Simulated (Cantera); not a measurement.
What does this Cantera script print?

```python
import numpy as np
import cantera as ct

gas = ct.Solution("gri30.yaml")
gas.TPX = 1225, 1000, {'H2': 0.38, 'O2': 1}
reactor = ct.IdealGasConstPressureReactor(gas, energy="off", clone=False)
net = ct.ReactorNet([reactor])
net.rtol, net.atol = 1e-08, 1e-18
show = ['H2', 'O2', 'OH', 'H', 'O', 'HO2', 'H2O2']
times = np.geomspace(0.0003, 200, 13)

steps = ct.SolutionArray(gas, extra=["t"])
rows = []
print(f"{'t/s':>10s}{'T/K':>9s}{'P/Pa':>11s}" + "".join(f"{s:>11s}" for s in show))
for t in times:
    while net.time < t:
        t_next = net.step()
        steps.append(gas.state, t=t_next)
    rows.append([np.interp(t, steps.t, y) for y in (steps.T, steps.P, *steps(*show).X.T)])
    print(f"{t:10.3e}{rows[-1][0]:9.1f}{rows[-1][1]:11.4g}" + "".join(f"{x:11.3e}" for x in rows[-1][2:]))
rate = np.gradient(steps.T, steps.t)
print("integrator steps:", len(steps.t))
if steps.T.max() > steps.T[0] + 200:
    print(f"time of steepest temperature rise: {steps.t[rate.argmax()]:.4e} s")
gas.TPX = 1225, 1000, {'H2': 0.38, 'O2': 1}
gas.equilibrate("TP")
print(f"equilibrium (TP): T = {gas.T:.1f} K  " + "  ".join(f"{s} {gas[s].X[0]:.3e}" for s in show))
```

Result:

```
       t/s      T/K       P/Pa         H2         O2         OH          H          O        HO2       H2O2
 3.000e-04   1225.0       1000  2.754e-01  7.246e-01  1.334e-07  4.609e-07  2.189e-07  6.621e-08  2.026e-10
 9.172e-04   1225.0       1000  2.725e-01  7.231e-01  3.932e-04  1.353e-03  6.498e-04  1.801e-06  5.379e-09
 2.804e-03   1225.0       1000  1.550e-02  5.825e-01  1.273e-02  9.939e-02  8.265e-02  6.712e-06  2.550e-07
 8.572e-03   1225.0       1000  1.277e-02  6.084e-01  1.180e-02  6.611e-02  6.198e-02  7.490e-06  3.197e-07
 2.621e-02   1225.0       1000  5.668e-03  6.535e-01  8.096e-03  1.650e-02  2.423e-02  8.080e-06  4.310e-07
 8.012e-02   1225.0       1000  7.088e-04  6.770e-01  2.879e-03  6.770e-04  2.899e-03  4.446e-06  2.942e-07
 2.449e-01   1225.0       1000  6.444e-05  6.801e-01  8.733e-04  1.865e-05  2.647e-04  9.087e-07  9.770e-08
 7.489e-01   1225.0       1000  9.335e-06  6.805e-01  3.351e-04  1.050e-06  3.887e-05  1.722e-07  3.075e-08
 2.289e+00   1225.0       1000  1.950e-06  6.806e-01  1.540e-04  1.018e-07  8.208e-06  4.445e-08  1.012e-08
 6.999e+00   1225.0       1000  5.035e-07  6.806e-01  7.850e-05  1.349e-08  2.133e-06  2.018e-08  3.434e-09
 2.140e+01   1225.0       1000  1.591e-07  6.807e-01  4.419e-05  2.411e-09  6.763e-07  1.979e-08  1.315e-09
 6.542e+01   1225.0       1000  8.659e-08  6.807e-01  3.257e-05  9.701e-10  3.674e-07  2.362e-08  8.153e-10
 2.000e+02   1225.0       1000  8.239e-08  6.807e-01  3.176e-05  9.005e-10  3.494e-07  2.404e-08  7.860e-10
integrator steps: 2186
equilibrium (TP): T = 1225.0 K  H2 8.239e-08  O2 6.807e-01  OH 3.176e-05  H 9.005e-10  O 3.494e-07  HO2 2.404e-08  H2O2 7.860e-10
```

Model: GRI-Mech 3.0 (53 species, 325 reactions), integrated in Cantera. Radical loss at walls, strong at low pressure, is not modelled. The temperature is held fixed by assumption; the heat of reaction is taken as removed at once.
